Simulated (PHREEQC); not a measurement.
A solution holds 0.054 mol NiCl2, 0.007 mol NaCl and 0.00023 mol FeSO4 per kg of water, at 74 °C. Closed to the air; pH follows from the charge balance.

The numbers come from PHREEQC with the ion-association model, wateq4f.dat.

Precipitation was switched off in this run.

**Question.** Order these S species by the share of S that they hold, largest first: NaSO4-, FeSO4, NiSO4, SO4-2.

**Answer.** NiSO4 (52 %), SO4-2 (47 %), NaSO4- (0.61 %), FeSO4 (0.35 %)

The pH is 5.19 and the ionic strength 0.160 mol/kgw. Constants without temperature data keep their 25 °C values here.
